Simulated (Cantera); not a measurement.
A Cantera script and what it prints.

```python
import numpy as np
import cantera as ct

gas_names = """
    C CN CO CO2 C2 CCN CNC C2N2 C2O C3 C3O2 C4 C4N2 C5 N NCO NO NO2 NO3 N2 N2O O O2 O3 Pb PbO Pb2
""".split()
cond_names = """
    C(gr) Pb(cr) Pb(L) PbO(rd) PbO(yw) PbO(L) PbO2(s) Pb3O4(s)
""".split()


# ... load() reads the species with a 1 bar reference pressure and builds the phases ...
atoms = {
    'PbO': {'Pb': 1, 'O': 1},
    'CO': {'C': 1, 'O': 1},
    'N2': {'N': 2},
}
top_T = {'C(gr)': 4500, 'Pb3O4(s)': 820}  # K; cautious upper limits of use, not melting points


# ... equilibrate(T, P, feed) seeds the gas with the atoms and calls Mixture.equilibrate('TP', solver="vcs", rtol=1e-11, max_steps=5000) ...
results = []
feed = {'PbO': 1, 'CO': 0.062, 'N2': 29}  # mol
P = 10000  # Pa
for T in [723, 823, 923, 1023, 1123, 1223, 1323, 1423, 1523]:
    mix = equilibrate(T, P, feed)
    results.append((T, P, feed, dict(zip(mix.species_names, mix.species_moles))))
    x = sorted(zip(gas.X, gas.species_names), reverse=True)
    print(f"T = {T:g} K  P = {P:g} Pa  gas = {mix.phase_moles(0):.4g} mol")
    print("   x: " + "  ".join(f"{s} {v:.3e}" for v, s in x if v > 0.0001))
    print("   condensed (mol): " + ("  ".join(f"{mix.phase(i).name} {mix.phase_moles(i):.4g}"
          for i in range(1, mix.n_phases) if mix.phase_moles(i) > 1e-12) or "none"))
```

Result:

```
T = 723 K  P = 10000 Pa  gas = 29.06 mol
   x: N2 9.979e-01  CO2 2.133e-03
   condensed (mol): Pb(L) 0.062  PbO(rd) 0.938
T = 823 K  P = 10000 Pa  gas = 29.06 mol
   x: N2 9.979e-01  CO2 2.133e-03
   condensed (mol): Pb(L) 0.06196  PbO(yw) 0.938
T = 923 K  P = 10000 Pa  gas = 29.06 mol
   x: N2 9.978e-01  CO2 2.133e-03
   condensed (mol): Pb(L) 0.06126  PbO(yw) 0.938
T = 1023 K  P = 10000 Pa  gas = 29.07 mol
   x: N2 9.976e-01  CO2 2.133e-03  Pb 2.666e-04
   condensed (mol): Pb(L) 0.05424  PbO(yw) 0.9378
T = 1123 K  P = 10000 Pa  gas = 29.12 mol
   x: N2 9.959e-01  CO2 2.129e-03  Pb 1.827e-03  PbO 1.144e-04
   condensed (mol): Pb(L) 0.008774  PbO(yw) 0.9347
T = 1223 K  P = 10000 Pa  gas = 29.16 mol
   x: N2 9.947e-01  Pb 2.128e-03  CO2 2.126e-03  PbO 1.085e-03
   condensed (mol): PbO(L) 0.9063
T = 1323 K  P = 10000 Pa  gas = 29.33 mol
   x: N2 9.887e-01  PbO 6.675e-03  Pb 2.382e-03  CO2 2.114e-03  O2 1.277e-04
   condensed (mol): PbO(L) 0.7344
T = 1423 K  P = 10000 Pa  gas = 30.12 mol
   x: N2 9.628e-01  PbO 2.741e-02  Pb 5.796e-03  CO2 2.058e-03  O2 1.826e-03
   condensed (mol): none
T = 1523 K  P = 10000 Pa  gas = 30.16 mol
   x: N2 9.616e-01  PbO 2.489e-02  Pb 8.267e-03  O2 3.015e-03  CO2 2.055e-03  NO 1.809e-04
   condensed (mol): none
```

Cantera equilibrium calculation (NASA polynomials, part measured and part estimated; ideal gas, pure solids and liquids). Mutual solubility and eutectic melting of coexisting phases are not modelled. Gases not in the tables: (PbO)n polymers.
